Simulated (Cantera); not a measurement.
A Cantera script and its output.

```python
import numpy as np
import cantera as ct

gas = ct.Solution("gri30.yaml", transport_model="multicomponent")
show = ['CH3', 'H2O', 'O']

rows = []
print(f"{'T/K':>7s}{'rho':>11s}{'cp':>10s}{'mu':>11s}{'lambda':>11s}{'Pr':>7s}" + "".join(f"{'D_' + s:>11s}" for s in show))
for T in [400, 600, 800, 1000, 1200, 1400, 1600, 1800, 2000]:
    gas.TPX = T, 100000, {'NO': 0.18}
    Pr = gas.cp_mass * gas.viscosity / gas.thermal_conductivity
    D = [gas.mix_diff_coeffs_mole[gas.species_index(s)] for s in show]
    rows.append([gas.density, gas.cp_mass, gas.viscosity, gas.thermal_conductivity, Pr, *D])
    print(f"{T:7g}{gas.density:11.4e}{gas.cp_mass:10.1f}{gas.viscosity:11.4e}"
          f"{gas.thermal_conductivity:11.4e}{Pr:7.3f}" + "".join(f"{d:11.4e}" for d in D))
print("SI units: kg/m3, J/kg/K, Pa s, W/m/K, m2/s")
```

It prints:

```
    T/K        rho        cp         mu     lambda     Pr      D_CH3      D_H2O        D_O
    400 9.0222e-01     998.6 2.3120e-05 3.2481e-02  0.711 3.7534e-05 3.9610e-05 5.3414e-05
    600 6.0148e-01    1040.9 3.0618e-05 4.5000e-02  0.708 7.5566e-05 8.4173e-05 1.0633e-04
    800 4.5111e-01    1092.2 3.7097e-05 5.7257e-02  0.708 1.2302e-04 1.4094e-04 1.7225e-04
   1000 3.6089e-01    1132.7 4.2948e-05 6.8778e-02  0.707 1.7891e-04 2.0835e-04 2.4988e-04
   1200 3.0074e-01    1159.2 4.8363e-05 7.9307e-02  0.707 2.4260e-04 2.8539e-04 3.3834e-04
   1400 2.5778e-01    1181.0 5.3449e-05 8.9329e-02  0.707 3.1358e-04 3.7132e-04 4.3696e-04
   1600 2.2556e-01    1198.6 5.8275e-05 9.8884e-02  0.706 3.9149e-04 4.6562e-04 5.4522e-04
   1800 2.0049e-01    1212.8 6.2887e-05 1.0801e-01  0.706 4.7601e-04 5.6789e-04 6.6270e-04
   2000 1.8044e-01    1224.0 6.7318e-05 1.1672e-01  0.706 5.6687e-04 6.7781e-04 7.8902e-04
SI units: kg/m3, J/kg/K, Pa s, W/m/K, m2/s
```

Model: GRI-Mech 3.0 (53 species, 325 reactions), integrated in Cantera. The composition is frozen, though it would react at the higher temperatures.
